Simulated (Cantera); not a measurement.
# HMDSO + NO (silicon oxide and oxynitride deposition)

Input: 1 mol HMDSO, 0.44 mol NO, held at 46000 Pa.

Method: chemical equilibrium by Gibbs-energy minimisation in Cantera with the NASA 1993 tables (ideal gas, pure condensed phases). Candidate condensed phases: C, C₆H₆, C₇H₈, C₈H₁₈, H₂O, Si, SiC, SiO₂, Si₂N₂O, Si₃N₄; 151 gas species. The feed counts by its element totals alone. Mutual solubility and eutectic melting of coexisting phases are not modelled. The tables hold silica as quartz up to 1696 K and as liquid above; real silica turns to tridymite and cristobalite and melts near 1996 K. Kinetics and transport are ignored.

```tsv
T (°C)	x H₂	x CH₄	x CO	x N₂	x H	x HCN	x SiO	n C(graphite)	n SiC(s)	n SiO₂(α-quartz)	n Si₂N₂O(s)	n SiO₂(β-quartz)
452	0.473	0.527	<1e-12	<1e-12	<1e-12	<1e-12	<1e-12	1.94	0.950	0.610	0.220	0
602	0.854	0.146	1.44e-9	<1e-12	6.83e-11	<1e-12	<1e-12	3.90	0.950	0	0.220	0.610
752	0.968	0.0317	6.62e-7	2.37e-10	6.32e-9	1.16e-10	6.89e-11	4.77	0.950	0	0.220	0.610
902	0.991	0.00866	6.21e-5	6.78e-8	1.80e-7	1.46e-8	2.12e-8	4.97	0.950	0	0.220	0.610
1052	0.995	0.00306	0.00205	5.28e-6	2.40e-6	5.98e-7	1.75e-6	4.99	0.959	0	0.220	0.601
1202	0.966	0.00125	0.0327	0.000167	1.88e-5	1.12e-5	5.76e-5	4.58	1.10	0	0.218	0.459
1352	0.868	0.000509	0.124	0.00681	9.69e-5	0.000183	0.000394	3.01	1.70	0	0.149	0
1502	0.843	0.000274	0.134	0.0203	0.000392	0.000709	0.000694	2.56	1.99	0	0	0
1652	0.842	0.000170	0.134	0.0199	0.00129	0.00140	0.00104	2.56	1.99	0	0	0
1802	0.838	0.000113	0.133	0.0193	0.00360	0.00249	0.00147	2.54	1.98	0	0	0
```
x: gas mole fraction; n: condensed amount in mol.

At 452 °C the condensed part is C(graphite) + SiC(s) + SiO₂(α-quartz) + Si₂N₂O(s). From 602 °C to 1202 °C the condensed part is C(graphite) + SiC(s) + SiO₂(β-quartz) + Si₂N₂O(s). At 1352 °C the condensed part is C(graphite) + SiC(s) + Si₂N₂O(s). From 1502 °C to 1802 °C the condensed part is C(graphite) + SiC(s).
